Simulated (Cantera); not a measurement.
Charge: 1 mol BN, 23 mol H2, at 0.300 Torr.

Cantera equilibrium calculation (NASA polynomials, part measured and part estimated; ideal gas, pure solids and liquids). Candidate condensed phases: B, BN; 15 gas species. Mutual solubility and eutectic melting of coexisting phases are not modelled. Rates play no part.

**Question.** Which condensed phases are stable at each of these points (T (K)): 975, 1025, 1075, 1125, 1175, 1225, 1275, 1325, 1375, 1425, 1475, 1525?

**Answer.** 
| T (K) | condensed phases | B condensed (%) |
|---|---|---|
| 975 | BN(s) | 100.0 |
| 1025 | BN(s) | 100.0 |
| 1075 | BN(s) | 100.0 |
| 1125 | BN(s) | 100.0 |
| 1175 | BN(s) | 100.0 |
| 1225 | BN(s) | 100.0 |
| 1275 | BN(s) | 100.0 |
| 1325 | BN(s) | 100.0 |
| 1375 | BN(s) | 100.0 |
| 1425 | BN(s) | 100.0 |
| 1475 | B(s) + BN(s) | 100.0 |
| 1525 | B(s) + BN(s) | 100.0 |

From 975 K to 1425 K the condensed part is BN(s). From 1475 K to 1525 K the condensed part is B(s) + BN(s).
